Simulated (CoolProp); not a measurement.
n-hexane at 234.14 K and 4.54 MPa is throttled through a valve to 1.24 MPa with no heat exchange. Each further row changes one setting.

Values from CoolProp's reference Helmholtz-energy equation of state, Thol 2019.

```json
[
 {"case": "as stated", "temperature change (K)": "+1.6", "final density (kg/m³)": "710"},
 {"case": "outlet pressure 0.372 MPa", "temperature change (K)": "+2.1", "final density (kg/m³)": "709"},
 {"case": "outlet pressure 1.61 MPa", "temperature change (K)": "+1.4", "final density (kg/m³)": "711"}
]
```
